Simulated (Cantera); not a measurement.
## Ammonia decomposition in nitride growth gas

A perfectly stirred reactor is fed with NH₃ : H₂ = 1 : 1.7 (molar parts), at 8.25 Torr; it is held at 1775 K, and followed from long to short residence time.

Computed with Cantera and the gas-phase N/H chemistry of the illustrative SiF4/NH3 mechanism in the Surface Chemkin manual (1991). Walls and surfaces, which speed up NH3 decomposition in real reactors, are not modelled.

| τ (s) | x NH₃ | x H₂ | x NH | x N₂H₄ | x N₂ | x N₂H₂ | x NH₂ |
|---|---|---|---|---|---|---|---|
| 18 | 0.192 | 0.743 | 3.14e-6 | 1.31e-9 | 0.0650 | 6.04e-7 | 0.000180 |
| 6.6 | 0.272 | 0.692 | 3.56e-6 | 2.13e-9 | 0.0356 | 9.67e-7 | 0.000230 |
| 2.4 | 0.327 | 0.657 | 3.75e-6 | 2.70e-9 | 0.0157 | 1.23e-6 | 0.000259 |
| 0.89 | 0.353 | 0.640 | 3.71e-6 | 2.90e-9 | 0.00609 | 1.31e-6 | 0.000268 |
| 0.33 | 0.364 | 0.633 | 3.39e-6 | 2.73e-9 | 0.00205 | 1.21e-6 | 0.000260 |
| 0.12 | 0.369 | 0.630 | 2.48e-6 | 2.02e-9 | 0.000498 | 8.36e-7 | 0.000223 |
| 0.044 | 0.370 | 0.630 | 9.09e-7 | 7.31e-10 | 5.16e-5 | 2.53e-7 | 0.000134 |
| 0.016 | 0.370 | 0.630 | 1.42e-7 | 1.13e-10 | 2.16e-6 | 3.09e-8 | 5.28e-5 |
| 0.0060 | 0.370 | 0.630 | 2.01e-8 | 1.59e-11 | 9.66e-8 | 3.81e-9 | 1.99e-5 |
| 0.0022 | 0.370 | 0.630 | 2.69e-9 | 2.12e-12 | 4.10e-9 | 4.57e-10 | 7.29e-6 |
x: mole fraction; the columns are a selection and need not sum to one.
